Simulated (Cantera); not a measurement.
Input: 1 mol N2O, 0.44 mol O2, 2.8 mol N2, 0.14 mol H2O, at 2377 °C and 23000 Pa.

Equilibrium computed with Cantera from the NASA thermochemical tables; the gas is ideal and each condensed phase is pure. Candidate condensed phases: H2O; 24 gas species. Equilibrium is a limit: real reactors are often held back by kinetics, nucleation or transport.

Base state: N2 0.752, O2 0.162, NO 0.0253, O 0.0245, H2O 0.0188, OH 0.0132, H 0.00331, H2 0.00115 (mole fractions); condensed: gas only.

What changes in the equilibrium state with this change: temperature from 2377 °C to 2477 °C?


```json
[
 {"species": "N2", "before": "0.752", "after": "0.743"},
 {"species": "O2", "before": "0.162", "after": "0.153"},
 {"species": "O", "before": "0.0245", "after": "0.0363"},
 {"species": "H2O", "before": "0.0188", "after": "0.0158"},
 {"species": "OH", "before": "0.0132", "after": "0.0156"},
 {"species": "NO", "before": "0.0253", "after": "0.0284"},
 {"species": "H", "before": "0.00331", "after": "0.00554"},
 {"species": "H2", "before": "0.00115", "after": "0.00151"}
]
```
